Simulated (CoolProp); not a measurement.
Vapour-liquid equilibrium of R113 (1) + n-heptane (2) at 397.9 K; x and y are mole fractions of (1).

The numbers come from the multi-fluid Helmholtz-energy mixture model, Marx 1992 and Span 2003; pair parameters Bell 2016 in CoolProp.

Problem. Give the bubble pressure and the first vapour's composition at x = 0.5, 0.575, 0.8. Is there an azeotrope?

Solution. x = 0.5: 499.3 kPa, y = 0.755; x = 0.575: 538.0 kPa, y = 0.799; x = 0.8: 650.3 kPa, y = 0.911. No azeotrope shows between x = 0.05 and 0.95.

The pair parameters rest on a limited set of measurements; away from them the model extrapolates.
